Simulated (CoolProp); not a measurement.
The fluid at 308.42 K and 9.73 MPa is throttled through a valve to 0.806 MPa with no heat exchange. The same conditions are run with several fluids, on thermodynamics alone (safety and materials aside).

The numbers come from the reference Helmholtz-energy equation of state of each fluid (hydrogen sulfide: Lemmon 2006; R11: Jacobsen 1992; R134a: Tillner-Roth 1994; vinyl chloride: Thol 2022; R115: Lemmon 2016) in CoolProp.

```csv
fluid,temperature change (K),final phase,final density (kg/m³)
hydrogen sulfide,-43.4,"two-phase, vapour fraction 0.197",(withheld)
R11,+3.5,liquid,1440
R134a,(withheld),"two-phase, vapour fraction 0.033",601
vinyl chloride,+2.3,liquid,(withheld)
R115,(withheld),"two-phase, vapour fraction 0.161",(withheld)
```

### Question
Some entries are withheld; supply them.

### Answer

- hydrogen sulfide, final density (kg/m³): 65.6
- R134a, temperature change (K): -3.7
- vinyl chloride, final density (kg/m³): 876
- R115, temperature change (K): -14.6
- R115, final density (kg/m³): 313
